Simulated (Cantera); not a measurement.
What does this Cantera script print?

```python
import numpy as np
import cantera as ct

gas_names = """
    C CH CH2 CH3 CH4 C2 C2H C2H2,acetylene C2H2,vinylidene C2H3,vinyl C2H4 C2H5 C2H6 C3 C3H3,propargyl
    C3H4,allene C3H4,propyne C3H4,cyclo- C3H5,allyl C3H6,propylene C3H6,cyclo- C3H7,n-propyl
    C3H7,i-propyl C3H8 C4 C4H2 C4H4,1,3-cyclo- C4H6,butadiene C4H6,2-butyne C4H6,cyclo- C4H8,1-butene
    C4H8,cis2-buten C4H8,tr2-butene C4H8,isobutene C4H8,cyclo- C4H9,n-butyl C4H9,i-butyl C4H9,s-butyl
    C4H9,t-butyl C4H10,isobutane C4H10,n-butane C5 C5H6,1,3cyclo- C5H8,cyclo- C5H10,1-pentene
    C5H10,cyclo- C5H11,pentyl C5H11,t-pentyl C5H12,n-pentane C5H12,i-pentane CH3C(CH3)2CH3 C6H2
    C6H5,phenyl C6H6 C6H10,cyclo- C6H12,1-hexene C6H12,cyclo- C6H13,n-hexyl C7H7,benzyl C7H8
    C7H14,1-heptene C7H15,n-heptyl C7H16,n-heptane C8H8,styrene C8H10,ethylbenz C8H16,1-octene
    C8H17,n-octyl C8H18,isooctane C8H18,n-octane C9H19,n-nonyl C10H8,naphthale C10H21,n-decyl
    C12H9,o-bipheny C12H10,bipheny H H2 Si SiC SiC2 SiC4H12 SiH SiH2 SiH3 SiH4 Si2 Si2C Si3
""".split()
cond_names = """
    C(gr) C6H6(L) C7H8(L) C8H18(L),n-octa Si(cr) Si(L) SiC(b)
""".split()


def load(file, names, dense=False):
    # The tables refer to 1 bar. Condensed volumes are neglected.
    table = {s.name: s for s in ct.Species.list_from_file(file)}
    out = []
    for n in names:
        d = dict(table[n].input_data)
        d["thermo"] = dict(d["thermo"], **{"reference-pressure": 1e5})
        if dense:
            d["equation-of-state"] = {"model": "constant-volume", "density": "1e6 g/cm^3"}
        out.append(ct.Species.from_dict(d))
    return out


gas = ct.Solution(thermo="ideal-gas", species=load("nasa_gas.yaml", gas_names))
cond = {s.name: ct.Solution(thermo="fixed-stoichiometry", species=[s], name=s.name)
        for s in load("nasa_condensed.yaml", cond_names, dense=True)}
atoms = {
    'SiC': {'Si': 1, 'C': 1},
    'Si': {'Si': 1},
    'H2': {'H': 2},
}
top_T = {'C(gr)': 4500, 'SiC(b)': 3050}  # K; cautious upper limits of use, not melting points


def equilibrate(T, P, feed):
    n = {}
    for name, mol in feed.items():
        for a, k in atoms[name].items():
            n[a] = n.get(a, 0.0) + k * mol
    gas.TPX = T, P, n
    mass = sum(n.values()) * gas.mean_molecular_weight
    gas.equilibrate("TP")
    valid = [c for c in cond.values() if c.min_temp <= T <= top_T.get(c.name, c.max_temp)]
    mix = ct.Mixture([(gas, mass / gas.mean_molecular_weight)] + [(c, 0.0) for c in valid])
    mix.T, mix.P = T, P
    mix.equilibrate("TP", solver="vcs", rtol=1e-11, max_steps=5000)
    return mix


results = []
feed = {'SiC': 1, 'Si': 0.11, 'H2': 0.057}  # mol
T = 2398  # K
P = 133.322  # Pa
mix = equilibrate(T, P, feed)
results.append((T, P, feed, dict(zip(mix.species_names, mix.species_moles))))
print(gas.report(threshold=1e-06))
for i in range(1, mix.n_phases):
    print(f"{mix.phase(i).name:16s} {mix.phase_moles(i):12.5e} mol")
```

Output:

```
       temperature   2398 K
          pressure   133.32 Pa
           density   0.00014143 kg/m^3
  mean mol. weight   21.15 kg/kmol
   phase of matter   gas

                          1 kg             1 kmol
                     ---------------   ---------------
          enthalpy        1.8281e+07        3.8666e+08  J
   internal energy        1.7339e+07        3.6672e+08  J
           entropy             13155        2.7824e+05  J/K
    Gibbs function       -1.3265e+07       -2.8056e+08  J
 heat capacity c_p            1341.2             28366  J/K
 heat capacity c_v            948.04             20051  J/K

                      mass frac. Y      mole frac. X     chem. pot. / RT
                     ---------------   ---------------   ---------------
                 C        9.4258e-06        1.6598e-05           -3.7223
                C2        2.4046e-06        2.1171e-06           -7.4446
               C2H        2.9147e-05        2.4629e-05           -21.617
    C2H2,acetylene        0.00053746        0.00043657           -35.789
                C3        2.2894e-05        1.3438e-05           -11.167
                 H         0.0090091           0.18903           -14.172
                H2          0.018293           0.19191           -28.345
                Si           0.69343           0.52221           -8.0087
               SiC        0.00015144        7.9882e-05           -11.731
              SiC2          0.080816          0.032803           -15.453
               SiH         0.0035676         0.0025936           -22.181
              SiH2        6.1879e-05        4.3479e-05           -36.354
               Si2          0.010277         0.0038698           -16.017
              Si2C           0.18289          0.056733            -19.74
               Si3         0.0009009        0.00022615           -24.026
     [  +72 minor]        1.7393e-06        1.3514e-06

C(gr)             0.00000e+00 mol
Si(L)             0.00000e+00 mol
SiC(b)            9.75594e-01 mol
```

Method: chemical equilibrium by Gibbs-energy minimisation in Cantera with the NASA 1993 tables (ideal gas, pure condensed phases). Gases not in the tables: Si2H6 and higher silanes.
